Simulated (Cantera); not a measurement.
Feed: 1 mol SiH₄, 2 mol NH₃, 8.3 mol H₂, 1.9 mol N₂, held at 10.0 mbar.

Equilibrium computed with Cantera from the NASA thermochemical tables; the gas is ideal and each condensed phase is pure. Candidate condensed phases: Si, Si₃N₄; 18 gas species. Gases not in the tables: Si₂H₆ and higher silanes. The numbers say what is thermodynamically allowed, not how fast it happens.

What share of the Si ends up in condensed phases as a function of T (°C), at 1527, 1552, 1577, 1602, 1627, 1652, 1677, 1702, 1727, 1752, 1777, 1802?


```csv
T (°C),Si condensed (%),as
1527,99.3,Si(l)
1552,99.1,Si(l)
1577,98.7,Si(l)
1602,98.2,Si(l)
1627,97.6,Si(l)
1652,96.7,Si(l)
1677,95.5,Si(l)
1702,93.9,Si(l)
1727,91.8,Si(l)
1752,89.1,Si(l)
1777,85.6,Si(l)
1802,81.0,Si(l)
```
